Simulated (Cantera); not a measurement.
## Thermodynamics of iron carbonyl, mercury and lead vapours, feed HgO + H₂

Feed: 1 mol HgO, a varied amount of H₂, equilibrated at 648.15 K and 0.00140 bar.

Method: chemical equilibrium by Gibbs-energy minimisation in Cantera with the NASA 1993 tables (ideal gas, pure condensed phases). Candidate condensed phases: H₂O, Hg, HgO; 10 gas species. The numbers say what is thermodynamically allowed, not how fast it happens.

| n(H₂) (mol) | log p H₂ | log p Hg | log p H₂O | log p O₂ |
|---|---|---|---|---|
| 0.69 | <-14 | -3.12 | -3.28 | -3.93 |
| 0.87 | <-14 | -3.14 | -3.20 | -4.33 |
| 1.1 | -4.18 | -3.18 | -3.18 | <-14 |
| 1.4 | -3.63 | -3.23 | -3.23 | <-14 |
| 1.7 | -3.44 | -3.29 | -3.29 | <-14 |
| 2.2 | -3.28 | -3.36 | -3.36 | <-14 |
| 2.8 | -3.18 | -3.43 | -3.43 | <-14 |
| 3.5 | -3.11 | -3.51 | -3.51 | <-14 |
| 4.4 | -3.05 | -3.59 | -3.59 | <-14 |
| 5.5 | -3.01 | -3.67 | -3.67 | <-14 |
log p: log10 of the partial pressure in bar; nothing condenses.

From 0.69 mol H₂ to 5.5 mol H₂ nothing is condensed. The main Hg-bearing gas is Hg throughout.
